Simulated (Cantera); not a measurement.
Feed: 1 mol CH3Cl, 3.5 mol H2, equilibrated at 23.0 Pa.

Method: chemical equilibrium by Gibbs-energy minimisation in Cantera with the NASA 1993 tables (ideal gas, pure condensed phases). Candidate condensed phases: C, C6H6, C7H8, C8H18; 91 gas species. Kinetics and transport are ignored.

x: gas mole fraction; n: condensed amount in mol.

```json
[
 {"T (K)": "848", "x H2": "0.818", "x HCl": "0.182", "x H": "1.13e-9", "x Cl": "2.54e-10", "x C2H2 (acetylene)": "7.24e-12", "x CH4": "9.86e-5", "x C2H": "<1e-12", "n C(graphite)": "0.999"},
 {"T (K)": "948", "x H2": "0.818", "x HCl": "0.182", "x H": "3.13e-8", "x Cl": "6.62e-9", "x C2H2 (acetylene)": "2.11e-10", "x CH4": "2.64e-5", "x C2H": "<1e-12", "n C(graphite)": "1.000"},
 {"T (K)": "1048", "x H2": "0.818", "x HCl": "0.182", "x H": "4.61e-7", "x Cl": "9.35e-8", "x C2H2 (acetylene)": "3.22e-9", "x CH4": "8.99e-6", "x C2H": "<1e-12", "n C(graphite)": "1.000"},
 {"T (K)": "1148", "x H2": "0.818", "x HCl": "0.182", "x H": "4.27e-6", "x Cl": "8.37e-7", "x C2H2 (acetylene)": "3.04e-8", "x CH4": "3.66e-6", "x C2H": "<1e-12", "n C(graphite)": "1.000"},
 {"T (K)": "1248", "x H2": "0.818", "x HCl": "0.182", "x H": "2.79e-5", "x Cl": "5.29e-6", "x C2H2 (acetylene)": "1.99e-7", "x CH4": "1.72e-6", "x C2H": "<1e-12", "n C(graphite)": "1.000"},
 {"T (K)": "1348", "x H2": "0.818", "x HCl": "0.182", "x H": "0.000138", "x Cl": "2.56e-5", "x C2H2 (acetylene)": "9.84e-7", "x CH4": "8.98e-7", "x C2H": "<1e-12", "n C(graphite)": "1.000"},
 {"T (K)": "1448", "x H2": "0.818", "x HCl": "0.182", "x H": "0.000550", "x Cl": "9.95e-5", "x C2H2 (acetylene)": "3.89e-6", "x CH4": "5.13e-7", "x C2H": "3.52e-12", "n C(graphite)": "1.000"},
 {"T (K)": "1548", "x H2": "0.817", "x HCl": "0.181", "x H": "0.00183", "x Cl": "0.000325", "x C2H2 (acetylene)": "1.28e-5", "x CH4": "3.15e-7", "x C2H": "7.23e-11", "n C(graphite)": "1.000"},
 {"T (K)": "1648", "x H2": "0.813", "x HCl": "0.180", "x H": "0.00530", "x Cl": "0.000921", "x C2H2 (acetylene)": "3.64e-5", "x CH4": "2.04e-7", "x C2H": "1.02e-9", "n C(graphite)": "1.000"},
 {"T (K)": "1748", "x H2": "0.806", "x HCl": "0.178", "x H": "(withheld)", "x Cl": "(withheld)", "x C2H2 (acetylene)": "(withheld)", "x CH4": "(withheld)", "x C2H": "(withheld)", "n C(graphite)": "0.999"},
 {"T (K)": "1848", "x H2": "0.790", "x HCl": "0.173", "x H": "(withheld)", "x Cl": "(withheld)", "x C2H2 (acetylene)": "(withheld)", "x CH4": "(withheld)", "x C2H": "(withheld)", "n C(graphite)": "0.998"},
 {"T (K)": "1948", "x H2": "0.760", "x HCl": "0.164", "x H": "0.0649", "x Cl": "0.0105", "x C2H2 (acetylene)": "0.000409", "x CH4": "6.49e-8", "x C2H": "5.46e-7", "n C(graphite)": "0.995"}
]
```

Task: Fill in the missing entries.

Result: 
- 1848, x H: 0.0311
- 1848, x Cl: 0.00518
- 1848, x C2H2 (acetylene): 0.000203
- 1848, x CH4: 9.46e-8
- 1848, x C2H: 8.55e-8
- 1748, x H: 0.0135
- 1748, x Cl: 0.00231
- 1748, x C2H2 (acetylene): 9.10e-5
- 1748, x CH4: 1.37e-7
- 1748, x C2H: 1.07e-8
